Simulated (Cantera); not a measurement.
A closed system holds: 1 mol Fe3O4, 13 mol CO, 0.3 mol N2, held at 1502 °C and 0.100 bar.

These are equilibrium values from Cantera (NASA tables, ideal gas, pure condensed phases), not measurements of a reactor. Candidate condensed phases: C, Fe, Fe(CO)5, FeO, Fe2O3, Fe3O4; 27 gas species. Mutual solubility and eutectic melting of coexisting phases are not modelled. The tables' stoichiometric FeO is somewhat more stable than real wüstite, so its field is too wide. FeO: taken at fixed stoichiometry. The numbers say what is thermodynamically allowed, not how fast it happens.

Base state: CO 0.870, CO2 0.107, N2 0.0226, Fe 0.000204 (mole fractions); condensed: Fe(δ) + FeO(l).

Q: What changes in the equilibrium state with this change: temperature from 1502 °C to 2250 °C?

A: 
```tsv
species	before	after
CO	0.870	0.684
CO2	0.107	0.173
Fe	0.000204	0.111
N2	0.0226	0.0196
O2	3.81e-9	0.00111
O	1.87e-8	0.00171
Fe(δ), mol	0.424	0
FeO(l), mol	2.57	1.17
```

Q: What changes in the equilibrium state with this change: Fe3O4 replaced by SiO2?

A: 
```csv
species,before,after
CO,0.870,0.974
N2,0.0226,0.0225
SiO,0,0.00187
CO2,0.107,0.00187
Fe,0.000204,0
"Fe(δ), mol",0.424,0
"FeO(l), mol",2.57,0
"SiO2(condensed), mol",0,0.975
```
The tables hold silica as quartz up to 1696 K and as liquid above; real silica turns to tridymite and cristobalite and melts near 1996 K. Further candidate phases: Si, SiC, SiO2, Si2N2O, Si3N4.
